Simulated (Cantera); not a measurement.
A perfectly stirred reactor is fed with N2O : N2 : H2O = 1 : 0.12 : 0.07 (molar parts), at 13300 Pa; it is held at 1250 K, and followed from long to short residence time.

Model: GRI-Mech 3.0 (53 species, 325 reactions), integrated in Cantera. GRI-Mech 3.0 was tuned for natural gas; its chemistry of N2O as a main component is partial and can be far from experiment. The mechanism lacks the step 2 NO + O2 → 2 NO2, which can matter for NO2 below about 1400 K. The temperature is held fixed by assumption; the heat of reaction is taken as removed at once.

x: mole fraction; the columns are a selection and need not sum to one.

| τ (s) | x N2O | x NO | x O | x NO2 | x N2 | x O2 |
|---|---|---|---|---|---|---|
| 0.58 | 0.693 | 0.0101 | 3.97e-6 | [?] | 0.195 | 0.0465 |
| 0.18 | 0.787 | 0.00352 | 4.18e-6 | [?] | 0.134 | 0.0165 |
| 0.054 | 0.824 | 0.00109 | 4.37e-6 | [?] | 0.111 | 0.00516 |
| 0.016 | 0.835 | 0.000340 | 4.49e-6 | [?] | 0.104 | 0.00153 |
| 0.0050 | 0.839 | 0.000115 | 4.49e-6 | [?] | 0.102 | 0.000470 |
| 0.0015 | 0.840 | 3.65e-5 | 4.42e-6 | [?] | 0.101 | 0.000134 |
| 0.00046 | 0.840 | 1.08e-5 | 4.19e-6 | [?] | 0.101 | 3.77e-5 |
| 0.00014 | 0.840 | 2.77e-6 | 3.53e-6 | 1.41e-10 | 0.101 | 9.62e-6 |

Task: Complete the blanks.

Result: 
- 0.58, x NO2: 0.000577
- 0.18, x NO2: 0.000434
- 0.054, x NO2: 0.000210
- 0.016, x NO2: 6.09e-5
- 0.0050, x NO2: 1.04e-5
- 0.0015, x NO2: 7.31e-7
- 0.00046, x NO2: 1.62e-8
